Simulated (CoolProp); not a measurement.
Vapour-liquid equilibrium of CH3F (R41) (1) + chloromethane (R40) (2) at 282.2 K; x and y are mole fractions of (1).

Computed with CoolProp (multi-fluid Helmholtz-energy mixture model, Lemmon 2006 and Thol 2014; pair parameters Bell 2016).

```csv
x,bubble pressure (kPa),y at the bubble point,dew pressure at overall composition x (kPa),liquid density (mol/L)
0.05,___,0.254,370.0,18.79
0.15,679.8,0.523,409.8,18.98
0.25,___,0.664,459.0,19.15
0.35,___,0.751,521.3,19.30
0.45,1329,0.811,602.6,___
0.55,___,0.856,713.0,19.49
0.65,1753,0.893,870.7,19.52
0.75,___,0.924,1112,19.48
0.85,2201,0.954,1509,19.37
0.95,2452,___,2168,___
```

**Question.** Some entries are withheld; supply them.

**Answer.** 
- 0.05, bubble pressure (kPa): 461.1
- 0.25, bubble pressure (kPa): 898.6
- 0.35, bubble pressure (kPa): 1115
- 0.45, liquid density (mol/L): 19.42
- 0.55, bubble pressure (kPa): 1541
- 0.75, bubble pressure (kPa): 1971
- 0.95, y at the bubble point: 0.984
- 0.95, liquid density (mol/L): 19.14

No azeotrope shows between x = 0.05 and 0.95.

Pair parameters are fitted to limited data, so mixtures are less certain than the pure fluids.
